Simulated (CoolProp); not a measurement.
The fluid at 370.03 K and 0.477 MPa expands adiabatically to 0.097 MPa with isentropic efficiency 0.9. The same conditions are run with several fluids, on thermodynamics alone (safety and materials aside).

Values from CoolProp's reference Helmholtz-energy equation of state of each fluid (R114: Platzer 1990; cis-2-butene: Lemmon 2005; CH2F2 (R32): Tillner-Roth 1997; trans-2-butene: Lemmon 2005; propylene: Lemmon 2013). The equations of Platzer and Polt are older, rougher fits.

| fluid | work (kJ/kg) | final temperature (K) | final density (kg/m³) |
|---|---|---|---|
| R114 | 23.3 | 334.2 | 6.09 |
| cis-2-butene | 69.6 | 321.3 | 2.08 |
| CH2F2 (R32) | 71.9 | 283.5 | 2.17 |
| trans-2-butene | 70.0 | 324.4 | 2.06 |
| propylene | 93.3 | 311.4 | 1.60 |
